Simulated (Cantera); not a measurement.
# Halide evaporation, hydrolysis and transport: CaF2 + N2

Charge: 1 mol CaF2, 8 mol N2, at 3.20 Pa.

Method: chemical equilibrium by Gibbs-energy minimisation in Cantera with the NASA 1993 tables (ideal gas, pure condensed phases). Candidate condensed phases: Ca, CaF2; 11 gas species. Equilibrium is a limit: real reactors are often held back by kinetics, nucleation or transport.

| T (K) | x N2 | x CaF2 | x F | x CaF | x Ca | x N | n CaF2(s) |
|---|---|---|---|---|---|---|---|
| 875 | 1.00 | 2.60e-12 | <1e-12 | <1e-12 | <1e-12 | <1e-12 | 1.00 |
| 975 | 1.00 | 1.07e-9 | <1e-12 | <1e-12 | <1e-12 | <1e-12 | 1.00 |
| 1075 | 1.00 | 1.38e-7 | <1e-12 | <1e-12 | <1e-12 | <1e-12 | 1.000 |
| 1175 | 1.000 | 7.53e-6 | 3.72e-11 | 3.72e-11 | <1e-12 | <1e-12 | 1.000 |
| 1275 | 1.000 | 0.000213 | 2.14e-9 | 2.15e-9 | <1e-12 | <1e-12 | 0.998 |
| 1375 | 0.996 | 0.00359 | 6.77e-8 | 6.76e-8 | 1.14e-11 | <1e-12 | 0.971 |
| 1475 | 0.960 | 0.0397 | 1.31e-6 | 1.31e-6 | 2.72e-10 | 5.49e-12 | 0.670 |
| 1575 | 0.889 | 0.111 | 1.02e-5 | 1.02e-5 | 4.35e-9 | 6.30e-11 | 0 |
| 1675 | 0.889 | 0.111 | 3.95e-5 | 3.94e-5 | 5.01e-8 | 5.59e-10 | 0 |
| 1775 | 0.889 | 0.111 | 0.000132 | 0.000131 | 4.37e-7 | 3.88e-9 | 0 |
| 1875 | 0.889 | 0.111 | 0.000387 | 0.000381 | 3.02e-6 | 2.20e-8 | 0 |
x: gas mole fraction; n: condensed amount in mol.

From 875 K to 1475 K the condensed part is CaF2(s). From 1575 K to 1875 K nothing is condensed.
